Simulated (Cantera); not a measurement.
A closed system holds: 1 mol MgCl₂, 0.33 mol O₂, 1.1 mol N₂, at 0.133 bar.

Method: chemical equilibrium by Gibbs-energy minimisation in Cantera with the NASA 1993 tables (ideal gas, pure condensed phases). Candidate condensed phases: Mg, MgCl₂, MgO; 18 gas species. Equilibrium is a limit: real reactors are often held back by kinetics, nucleation or transport.

Q: At 1423 K, list the 6 most abundant gas species with their mole fractions, and the condensed phases.

A: N₂ 0.494, MgCl₂ 0.224, Cl₂ 0.204, Cl 0.0418, O₂ 0.0357, NO 0.000269. Condensed: MgO(s).
